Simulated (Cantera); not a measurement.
An adiabatic, constant-pressure homogeneous reactor starts with CO : H2 : O2 : N2 : H2O = 1 : 0.13 : 0.869 : 3.27 : 0.53 (molar parts), equivalence ratio 0.65, at 1025 K and 1.01 bar.

Detailed kinetics in Cantera: GRI-Mech 3.0 (53 species, 325 reactions).

Question: Predict: time of steepest temperature rise; temperature at 3.00 s; equilibrium temperature; x(CO) at 3.00 s; x(H2) at 3.00 s; x(O2) at 3.00 s; x(HO2) at 3.00 s; x(NO) at 3.00 s.

Answer: 
```json
{
 "time_of_steepest_temperature_rise": "1.36 ms",
 "temperature at 3.00 s": "2338 K",
 "equilibrium_temperature": "2338 K",
 "x(CO) at 3.00 s": "0.0109 (gas-phase equilibrium 0.0109)",
 "x(H2) at 3.00 s": "0.00129 (gas-phase equilibrium 0.00129)",
 "x(O2) at 3.00 s": "0.0574 (gas-phase equilibrium 0.0574)",
 "x(HO2) at 3.00 s": "3.79e-6 (gas-phase equilibrium 3.79e-6)",
 "x(NO) at 3.00 s": "0.00786 (gas-phase equilibrium 0.00786)"
}
```
